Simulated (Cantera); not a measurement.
**Stirred combustor or abatement burner**

A perfectly stirred reactor is fed with CH₄ : CO : O₂ : N₂ : H₂O = 1 : 0.04 : 3.88 : 14.6 : 2.3 (molar parts), at 2.07 atm; it is adiabatic with a 675 K inlet, and is followed from long to short residence time, starting on the burning branch (τ in s: 0.27, 0.11, 0.047, 0.02, 0.0082, 0.0035, 0.0015, 0.00061, 0.00026, 0.00011, 4.5e-05, 1.9e-05).

Detailed kinetics in Cantera: GRI-Mech 3.0 (53 species, 325 reactions).

| τ (s) | T (K) | x CH₄ | x CO | x O₂ | x OH | x C₂H |
|---|---|---|---|---|---|---|
| 0.27 | 1689 | 5.39e-6 | 6.97e-5 | 0.0852 | 0.000449 | <1e-12 |
| 0.11 | 1688 | 1.02e-5 | 0.000133 | 0.0853 | 0.000552 | <1e-12 |
| 0.047 | 1686 | 1.81e-5 | 0.000243 | 0.0853 | 0.000691 | 2.46e-12 |
| 0.020 | 1683 | 3.19e-5 | 0.000444 | 0.0854 | 0.000877 | 5.99e-12 |
| 0.0082 | 1678 | 5.76e-5 | 0.000833 | 0.0856 | 0.00112 | 1.38e-11 |
| 0.0035 | 1669 | 0.000103 | 0.00153 | 0.0859 | 0.00140 | 2.82e-11 |
| 0.0015 | 1653 | 0.000189 | 0.00282 | 0.0867 | 0.00170 | 5.40e-11 |
| 0.00061 | 1622 | 0.000397 | 0.00560 | 0.0885 | 0.00191 | 1.05e-10 |
| 0.00026 | 675 | 0.0458 | 0.00183 | 0.178 | <1e-12 | <1e-12 |
| 0.00011 | 675 | 0.0458 | 0.00183 | 0.178 | <1e-12 | <1e-12 |
| 4.5e-5 | 675 | 0.0458 | 0.00183 | 0.178 | <1e-12 | <1e-12 |
| 1.9e-5 | 675 | 0.0458 | 0.00183 | 0.178 | <1e-12 | <1e-12 |
x: mole fraction; the columns are a selection and need not sum to one.
